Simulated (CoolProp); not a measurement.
Saturation properties of R245ca.

Values from CoolProp's reference Helmholtz-energy equation of state, Zhou 2016.

```tsv
T (°C)	p (MPa)	vapour density (kg/m³)	enthalpy of vaporisation (kJ/kg)	liquid cp (kJ/(kg K))
43.75	0.1968	10.68	193.4	1.410
51.25	___	13.47	___	1.425
58.75	0.3161	16.82	184.1	1.440
66.35	0.3944	20.86	179.2	___
73.85	0.4854	25.58	___	1.475
81.35	0.5915	31.13	168.9	1.495
88.85	0.7142	37.64	163.4	1.517
96.45	0.8571	45.39	157.5	1.543
103.95	___	54.36	151.4	1.572
```

Some entries are withheld; supply them.


- 51.25, p (MPa): 0.2510
- 51.25, enthalpy of vaporisation (kJ/kg): 188.8
- 66.35, liquid cp (kJ/(kg K)): 1.457
- 73.85, enthalpy of vaporisation (kJ/kg): 174.2
- 103.95, p (MPa): 1.018

It boils at 25.3 °C under 1 atm.
